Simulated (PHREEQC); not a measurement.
A solution holds 0.0012 mol HF, 6.8e-05 mol (NH4)2SiF6 and 0.0098 mol H3AsO4 per kg of water, at 25 °C. Closed to the air; pH follows from the charge balance.

All values are PHREEQC results (ion-association model, wateq4f.dat), not measurements.

```csv
quantity,before,after
pH,2.31,2.31
ionic strength (mol/kgw),0.00537,0.00531
H2AsO4- (mol/kgw),0.00516,0.00516
H3AsO4 (mol/kgw),0.00464,0.00464
HF (mol/kgw),0.00137,0.00104
F- (mol/kgw),0.000203,0.000154
```

Question: What was changed between the two runs?
A) H3AsO4 replaced by Na2HAsO4 at the same molality
B) diluted 10-fold with water
C) (NH4)2SiF6 replaced by NH3 at the same molality

Answer: C, (NH4)2SiF6 replaced by NH3 at the same molality

This is a speciation only: nothing precipitates in the calculation. SiF6-2 is the database's only silicon fluoride.
